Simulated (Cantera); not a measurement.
Charge: 1 mol HMDSO, 5.1 mol N2O, 62 mol N2, held at 10.0 Torr.

Equilibrium computed with Cantera from the NASA thermochemical tables; the gas is ideal and each condensed phase is pure. Candidate condensed phases: C, C6H6, C7H8, C8H18, H2O, Si, SiC, SiO2, Si2N2O, Si3N4; 151 gas species. The feed counts by its element totals alone. Mutual solubility and eutectic melting of coexisting phases are not modelled. Kinetics and transport are ignored.

**Question.** What share of the Si ends up in condensed phases as a function of T (K), at 973, 1073, 1173, 1273, 1373, 1473, 1573, 1673, 1773, 1873?

**Answer.** 
```
T (K)  Si condensed (%)                          as
-----  ----------------  --------------------------
973               100.0              SiO2(β-quartz)
1073              100.0  SiO2(β-quartz) + Si2N2O(s)
1173              100.0                   Si2N2O(s)
1273              100.0                   Si2N2O(s)
1373              100.0                   Si2N2O(s)
1473               99.8                   Si2N2O(s)
1573               98.3          SiC(s) + Si2N2O(s)
1673               81.9          SiC(s) + Si2N2O(s)
1773               46.9                      SiC(s)
1873               46.2                      SiC(s)
```
